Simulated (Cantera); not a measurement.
Feed: 1 mol C2H5OH, 47 mol H2, 19 mol N2, equilibrated at 1000 Pa.

These are equilibrium values from Cantera (NASA tables, ideal gas, pure condensed phases), not measurements of a reactor. Candidate condensed phases: C, C6H6, C7H8, C8H18, H2O; 136 gas species. Kinetics and transport are ignored. All values below are at 552 °C.

Base state: H2 0.708, N2 0.273, CO 0.0130, CH4 0.00454, H2O 0.00117, CO2 7.67e-5 (mole fractions); condensed: C(graphite).

### Question
What changes in the equilibrium state with this change: N2 from 19 to 3.8 mol?

### Answer
```json
[
 {"species": "H2", "before": "0.708", "after": "0.904"},
 {"species": "N2", "before": "0.273", "after": "0.0700"},
 {"species": "CO", "before": "0.0130", "after": "0.0163"},
 {"species": "CH4", "before": "0.00454", "after": "0.00740"},
 {"species": "H2O", "before": "0.00117", "after": "0.00186"},
 {"species": "CO2", "before": "7.67e-5", "after": "0.000120"},
 {"species": "C(graphite), mol", "before": "0.771", "after": "0.706"}
]
```

### Question
What changes in the equilibrium state with this change: pressure from 1000 Pa to 3500000 Pa?

### Answer
| species | before | after |
|---|---|---|
| H2 | 0.708 | 0.653 |
| N2 | 0.273 | 0.279 |
| CH4 | 0.00454 | 0.0305 |
| NH3 | 7.29e-6 | 0.0228 |
| CO | 0.0130 | 1.20e-7 |
| H2O | 0.00117 | 0.0153 |
| CO2 | 7.67e-5 | 1.00e-8 |
| C(graphite), mol | 0.771 | 0 |
The ideal-gas law is rough above about 30 bar.
